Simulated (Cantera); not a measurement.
A perfectly stirred reactor is fed with H₂ : O₂ = 0.063 : 1 (molar parts), at 0.0355 atm; it is held at 1225 K, and followed from long to short residence time.

Computed with Cantera and GRI-Mech 3.0 (53 species, 325 reactions). Radical loss at walls, strong at low pressure, is not modelled. The temperature is held fixed by assumption; the heat of reaction is taken as removed at once.

**Question.** What does this change do: temperature 1225 to 1048 K?

**Answer.** 
```tsv
quantity	before	after
x(H₂) at τ = 1.70 s	7.58e-5	0.000205
x(O₂) at τ = 1.70 s	0.938	0.938
x(O) at τ = 1.70 s	0.000680	0.000345
x(H₂O) at τ = 1.70 s	0.0606	0.0607
x(H₂O₂) at τ = 1.70 s	1.09e-7	2.06e-7
x(H₂) at τ = 50.0 ms	0.000617	0.00153
x(O₂) at τ = 50.0 ms	0.932	0.936
x(O) at τ = 50.0 ms	0.00631	0.00287
x(H₂O) at τ = 50.0 ms	0.0588	0.0587
x(H₂O₂) at τ = 50.0 ms	2.51e-7	4.47e-7
```
